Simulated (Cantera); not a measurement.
# Transport properties of process gases

Gas mixture: H2O : NO = 0.068 : 0.2 (molar parts), at 0.0670 bar, frozen composition.

Cantera's kinetic-theory transport with the Lennard-Jones parameters of GRI-Mech 3.0, ideal gas; thermal conductivity in the multicomponent form. Polar gases are described roughly by these parameters. The composition is frozen, though it would react at the higher temperatures.

```
T (K)  ρ (kg/m³)  cp (J/kg/K)  μ (µPa s)  λ (mW/m/K)     Pr  D (cm²/s) O  D (cm²/s) H  D (cm²/s) NO
-----  ---------  -----------  ---------  ----------  -----  -----------  -----------  ------------
400       0.0543         1152       20.9        35.2  0.683         8.37         31.6          5.91
550       0.0395         1190       26.8        47.1  0.675         14.5         55.4          10.7
700       0.0310         1239       32.1        59.1  0.673         21.9         84.1          16.6
850       0.0256         1287       37.0        70.8  0.673         30.3          117          23.4
1000      0.0217         1329       41.7        82.3  0.673         39.8          154          31.1
1150      0.0189         1365       46.1        93.4  0.673         50.3          195          39.6
1300      0.0167         1396       50.3         104  0.673         61.7          240          48.8
1450      0.0150         1425       54.3         115  0.673         74.0          288          58.8
1600      0.0136         1450       58.1         125  0.674         87.2          340          69.5
```
D: mixture-averaged diffusion coefficient of that species in the mixture.
